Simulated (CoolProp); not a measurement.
CF4 (R14) along the isotherm -28.15 °C: fugacity coefficient from the reference equation and from simpler models built on Tc = -45.8 °C, pc = 3.762 MPa, ω = 0.178; each cubic takes its own stable root.

The numbers come from the reference Helmholtz-energy equation of state, Platzer 1990 in CoolProp. This equation is an older, rougher fit; its heat capacities, sound speeds and derivatives of the liquid may be far off and weren't checked against measurements.

```tsv
p (MPa)	phase	reference
0.376	gas	0.9732
0.752	gas	0.9468
1.13	gas	0.9206
1.5	gas	0.8952
1.88	gas	0.8695
2.26	gas	0.8441
2.63	gas	0.8195
3.01	gas	0.7945
3.39	gas	0.7697
3.76	gas	0.7455
4.14	supercritical	0.7208
4.51	supercritical	0.6966
4.89	supercritical	0.6717
5.27	supercritical	0.6468
5.64	supercritical	0.6228
```

Task: How far does each simpler model (van der Waals, Redlich-Kwong, Soave-Redlich-Kwong, Peng-Robinson) lie from the reference over these 15 states: mean and median of the absolute difference, and the worst?

Result: 
- van der Waals: mean 0.8 %, median 0.9 %, worst +1.2 % at -28.15 °C and 3.39 MPa
- Redlich-Kwong: mean 0.6 %, median 0.6 %, worst -1.4 % at -28.15 °C and 5.64 MPa
- Soave-Redlich-Kwong: mean 0.3 %, median 0.2 %, worst +0.9 % at -28.15 °C and 5.64 MPa
- Peng-Robinson: mean 2.3 %, median 2.5 %, worst -3.6 % at -28.15 °C and 5.27 MPa
